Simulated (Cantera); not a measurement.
Source: NASA polynomial tables (part measured, part estimated), evaluated in Cantera. Values are per mole of reaction as written; species without (g) are pure solids or liquids, kept so even where they would boil at 1 bar. The tables' values for SiF₂ are old estimates.

SiF₄(g) + Si → 2 SiF₂(g), with ΔH° = 439.2 kJ and ΔS° = 211.6 J/K at 300 K.

### Question
How far is the shortcut ΔG° ≈ ΔH°(300 K) − T·ΔS°(300 K) from the full temperature-dependent value at 1748, 1798, 1848, 1898, 1948, 1998, 2048 K?

### Answer
```tsv
T (K)	shortcut (kJ)	full (kJ)	difference (kJ)	difference in log10 K	condensed phases
1748	69.4	90.6	-21.2	0.63	Si(l)
1798	58.8	82.7	-23.9	0.69	Si(l)
1848	48.3	74.9	-26.6	0.75	Si(l)
1898	37.7	67.1	-29.4	0.81	Si(l)
1948	27.1	59.3	-32.2	0.86	Si(l)
1998	16.5	51.5	-35.0	0.91	Si(l)
2048	6.0	43.8	-37.8	0.96	Si(l)
```
The shortcut ignores heat capacities and the phase changes listed.
